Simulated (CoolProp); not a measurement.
Model: reference Helmholtz-energy equation of state, Setzmann 1991, in CoolProp.

**Question.** For methane, give the phase and the cv (kJ/(kg K)), Joule-Thomson coefficient (K/MPa), viscosity (µPa s) at -59.55 °C and 8.92 bar; -19.05 °C and 8.92 bar; 21.45 °C and 8.92 bar.

**Answer.** 
- -59.55 °C and 8.92 bar: gas; cv 1.61, Joule-Thomson coefficient 8.35, viscosity 8.45
- -19.05 °C and 8.92 bar: gas; cv 1.64, Joule-Thomson coefficient 5.98, viscosity 9.86
- 21.45 °C and 8.92 bar: gas; cv 1.71, Joule-Thomson coefficient 4.44, viscosity 11.2

Viscosity comes from a separate model (Quiñones-Cisneros 2006).
